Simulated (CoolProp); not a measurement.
Vapour-liquid equilibrium of R125 (1) + propylene (2) at 312.3 K; x and y are mole fractions of (1).

Computed with CoolProp (multi-fluid Helmholtz-energy mixture model, Lemmon 2005 and Lemmon 2013; pair parameters Bell 2016).

| x | bubble pressure, mixture model (bar) | bubble pressure, Raoult's law (bar) | y, mixture model | y, Raoult's law |
|---|---|---|---|---|
| 0.05 | 17.32 | 16.34 | 0.092 | 0.060 |
| 0.15 | 19.11 | 16.70 | 0.229 | 0.177 |
| 0.25 | 20.38 | 17.05 | 0.331 | 0.289 |
| 0.35 | 21.27 | 17.40 | 0.414 | 0.396 |
| 0.45 | 21.85 | 17.75 | 0.490 | 0.499 |
| 0.55 | 22.15 | 18.10 | 0.565 | 0.598 |
| 0.65 | 22.18 | 18.45 | 0.642 | 0.693 |
| 0.75 | 21.92 | 18.80 | 0.725 | 0.785 |
| 0.85 | 21.32 | 19.15 | 0.820 | 0.873 |
| 0.95 | 20.33 | 19.50 | 0.933 | 0.959 |

The largest gap from Raoult's law is +23.1 % in bubble pressure, at x = 0.45. y crosses x between x = 0.55 and 0.65: the model has an azeotrope there.

Pair parameters are fitted to limited data, so mixtures are less certain than the pure fluids.
